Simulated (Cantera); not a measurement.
A closed system holds: 1 mol Si₃N₄, 0.032 mol Si, 0.04 mol N₂, equilibrated at 0.0580 bar.

These are equilibrium values from Cantera (NASA tables, ideal gas, pure condensed phases), not measurements of a reactor. Candidate condensed phases: Si, Si₃N₄; 7 gas species. The numbers say what is thermodynamically allowed, not how fast it happens.

Problem. Which condensed phases are stable at each of these points (T (K)): 1673, 1873, 2073, 2273, 2473, 2673, 2873, 3073?

Solution. 
```csv
T (K),condensed phases,Si condensed (%)
1673,Si₃N₄(s),100.0
1873,Si₃N₄(s),100.0
2073,Si(l),99.9
2273,Si(l),99.0
2473,Si(l),94.5
2673,Si(l),70.8
2873,gas only,0.0
3073,gas only,0.0
```

From 1673 K to 1873 K the condensed part is Si₃N₄(s). From 2073 K to 2673 K the condensed part is Si(l). From 2873 K to 3073 K nothing is condensed.
